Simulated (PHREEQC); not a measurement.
PHREEQC input (ion-association model, wateq4f.dat):

```
SOLUTION_MASTER_SPECIES
  An  An-  0  An  62.0  # stands for a non-complexing anion
SOLUTION_SPECIES
  An- = An-
    -log_k 0
    -gamma 3.0 0
PHASES
  Fix_H+
    H+ = H+
    -log_k 0
SOLUTION 1
  temp 25
  units mmol/kgw
  pH 7 charge
  Cl 0.044
  Mn(2) 0.022
  Na 5
  An 5
END
SELECTED_OUTPUT 1
  -reset false
  -pH true
  -pe true
  -ionic_strength true
  -water true
  -totals Cl Mn Na Mn(2) Mn(3) Mn(6) Mn(7)
  -molalities Hfo_wOH Hfo_wOH2+ Hfo_wO- Hfo_sOH Hfo_sOH2+ Hfo_sO- Hfo_sOMn+ Hfo_wOMn+
  -saturation_indices Pyrochroite Halite
USER_PUNCH 1
  -headings sigma psi
  10 PUNCH EDL("sigma", "Hfo"), EDL("psi", "Hfo")
PRINT
  -reset false
USE solution 1
SURFACE 1
  Hfo_wOH 6.06742e-05 600 0.027
  Hfo_sOH 1.51685e-06
EQUILIBRIUM_PHASES 1
  Fix_H+ -3 HAn 10
    -force_equality true
END
# ... the last block is repeated for the other 12 points of pH, with NaOH or the acid as the point needs
```

Selected output (columns that matter, 10 of 13 rows; pH added in front):

```
pH	mu	Mn	Na	m_Hfo_wOH	m_Hfo_wOH2+	m_Hfo_wO-	m_Hfo_sOH	m_Hfo_sOH2+	m_Hfo_sO-	m_Hfo_sOMn+	si_Pyrochroite	si_Halite	sigma	psi
3	0.0061691	2.2e-05	0.005	1.0989e-05	4.963e-05	5.574e-08	2.7472e-07	1.2407e-06	1.3935e-09	4.0484e-13	-13.997	-8.3121	0.30266	0.21504
3.5	0.0054259	2.2e-05	0.005	2.0455e-05	3.9979e-05	2.3977e-07	5.1138e-07	9.9947e-07	5.9941e-09	3.3183e-12	-12.989	-8.308	0.24262	0.20699
4.5	0.0051109	2.2e-05	0.005	3.6481e-05	2.2859e-05	1.3338e-06	9.1192e-07	5.714e-07	3.334e-08	1.9119e-10	-10.986	-8.3062	0.13142	0.17705
5	0.0050843	2.1999e-05	0.005	4.1283e-05	1.7109e-05	2.282e-06	1.0311e-06	4.2733e-07	5.6995e-08	1.4307e-09	-9.9854	-8.306	0.090532	0.1581
5.5	0.0050744	2.1989e-05	0.005	4.412e-05	1.3167e-05	3.3866e-06	1.095e-06	3.2681e-07	8.4055e-08	1.094e-08	-8.9854	-8.306	0.059771	0.13695
6.5	0.0050667	2.1487e-05	0.005	4.6265e-05	8.8385e-06	5.5478e-06	7.8352e-07	1.4968e-07	9.3955e-08	4.8969e-07	-6.9954	-8.3059	0.022986	0.089259
7	0.0050636	2.0609e-05	0.0050005	4.6413e-05	7.4596e-06	6.6155e-06	2.3903e-07	3.8417e-08	3.407e-08	1.2053e-06	-6.0136	-8.3058	0.01334	0.064121
7.5	0.0050629	1.9127e-05	0.0050049	4.5417e-05	6.079e-06	7.7732e-06	3.7673e-08	5.0424e-09	6.4478e-09	1.4677e-06	-5.0462	-8.3055	0.0070137	0.039243
8.5	0.0050549	7.6295e-06	0.005032	3.0857e-05	1.4021e-06	1.5557e-05	2.883e-09	1.31e-10	1.4535e-09	1.5124e-06	-3.4478	-8.303	0.001278	0.007842
9	0.0050575	2.6691e-06	0.0050497	2.2217e-05	5.632e-07	2.0077e-05	1.4996e-09	3.8014e-11	1.3551e-09	1.514e-06	-2.91	-8.3015	-0.001098	-0.0067426
```

Species that the database lacks are ignored. The oxide is taken as insoluble; below pH 4 it would dissolve.
